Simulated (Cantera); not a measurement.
Input: 1 mol CaCl₂, 0.088 mol O₂, 17 mol H₂, at 975 °C and 0.180 bar.

Equilibrium computed with Cantera from the NASA thermochemical tables; the gas is ideal and each condensed phase is pure. Candidate condensed phases: Ca, CaCl₂, CaO, Ca(OH)₂, H₂O; 21 gas species. Mutual solubility and eutectic melting of coexisting phases are not modelled. Condensed phases not in the tables: oxide chlorides. Rates play no part.

Base state: H₂ 0.987, H₂O 0.00812, HCl 0.00441, CaCl₂ 0.000112 (mole fractions); condensed: CaCl₂(l) + CaO(s).

### Question
What changes in the equilibrium state with this change: O₂ from 0.088 to 3.3 mol?

### Answer
```
species          before     after
-------------  --------  --------
H₂                0.987     0.603
H₂O             0.00812     0.368
HCl             0.00441    0.0297
CaCl₂          0.000112  0.000112
CaCl₂(l), mol     0.961     0.742
CaO(s), mol      0.0376     0.256
```
